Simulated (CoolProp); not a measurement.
The numbers come from the reference Helmholtz-energy equation of state, Lemmon 2006 in CoolProp. It is a short technical equation, of lower accuracy than the large ones.

**Question.** For carbon monoxide, give the phase and the density (kg/m³), cv (kJ/(kg K)), expansivity (1/kK) at 89.5 K and 11.7 MPa; 89.5 K and 19.4 MPa.

**Answer.** 
- 89.5 K and 11.7 MPa: liquid; density 789, cv 1.11, expansivity 4.89
- 89.5 K and 19.4 MPa: liquid; density 805, cv 1.13, expansivity 4.35
